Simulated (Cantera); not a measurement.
Cantera run, input and output.

```python
import numpy as np
import cantera as ct

gas = ct.Solution("gri30.yaml")
gas.TPX = 525, 130000, {'C2H6': 1, 'O2': 2.33, 'N2': 8.77, 'H2O': 2}
flame = ct.FreeFlame(gas, width=0.033)
flame.set_refine_criteria(ratio=3, slope=0.08, curve=0.16)
flame.transport_model = "mixture-averaged"
flame.solve(loglevel=0, auto=True)
z, T = flame.grid, flame.T
thick = (T[-1] - T[0]) / np.gradient(T, z).max()
show = ['C2H6', 'O2', 'H2O', 'OH', 'NO', 'HCN']
print(f"laminar burning velocity  {flame.velocity[0] * 100:.3f} cm/s")
print(f"burnt temperature         {T[-1]:.1f} K")
print(f"thermal thickness         {thick * 1e3:.4f} mm")
print(f"grid points               {len(z)}")
z0 = z[flame.heat_release_rate.argmax()]
print(f"{'z/mm':>9s}{'T/K':>9s}{'u/(m/s)':>9s}" + "".join(f"{s:>11s}" for s in show))
rows = []
for k in (-3, -2, -1.5, -1, -0.5, -0.25, 0, 0.25, 0.5, 1, 2, 4, 8):
    zz = z0 + k * thick
    rows.append([k * thick, np.interp(zz, z, T), np.interp(zz, z, flame.velocity),
                 *(np.interp(zz, z, flame.X[gas.species_index(s)]) for s in show)])
    print(f"{rows[-1][0] * 1e3:9.3f}{rows[-1][1]:9.1f}{rows[-1][2]:9.3f}" + "".join(f"{x:11.3e}" for x in rows[-1][3:]))
```

It prints:

```
laminar burning velocity  29.700 cm/s
burnt temperature         1907.6 K
thermal thickness         0.6819 mm
grid points               142
     z/mm      T/K  u/(m/s)       C2H6         O2        H2O         OH         NO        HCN
   -2.046    525.7    0.299  7.060e-02  1.644e-01  1.412e-01  2.276e-16  3.214e-11  4.249e-10
   -1.364    530.8    0.304  7.009e-02  1.629e-01  1.410e-01  1.879e-14  3.184e-10  5.531e-09
   -1.023    548.4    0.316  6.928e-02  1.603e-01  1.421e-01  3.361e-13  1.539e-09  3.012e-08
   -0.682    640.2    0.375  6.567e-02  1.502e-01  1.503e-01  2.382e-11  1.432e-08  2.338e-07
   -0.341    997.8    0.605  4.458e-02  1.102e-01  1.832e-01  5.160e-07  3.169e-07  1.602e-06
   -0.170   1320.6    0.822  1.797e-02  7.017e-02  2.134e-01  2.870e-05  1.187e-06  3.476e-06
    0.000   1627.0    1.032  1.248e-03  3.033e-02  2.407e-01  2.132e-04  2.355e-06  6.791e-06
    0.170   1789.1    1.139  3.527e-05  1.028e-02  2.523e-01  4.268e-04  4.134e-06  1.121e-05
    0.341   1853.0    1.178  6.939e-06  3.602e-03  2.539e-01  4.232e-04  5.726e-06  1.407e-05
    0.682   1892.0    1.200  1.390e-06  6.679e-04  2.516e-01  2.700e-04  7.335e-06  1.558e-05
    1.364   1907.4    1.208  3.264e-07  7.940e-05  2.484e-01  1.253e-04  8.177e-06  1.541e-05
    2.727   1911.8    1.211  1.128e-07  6.355e-06  2.460e-01  6.829e-05  8.536e-06  1.467e-05
    5.455   1912.1    1.212  7.199e-08  4.578e-07  2.442e-01  5.743e-05  9.045e-06  1.352e-05
```

Cantera simulation using GRI-Mech 3.0 (53 species, 325 reactions); the numbers are that mechanism's predictions, not measurements. Burning velocities carry a grid error of a few per cent, more on coarse grids.
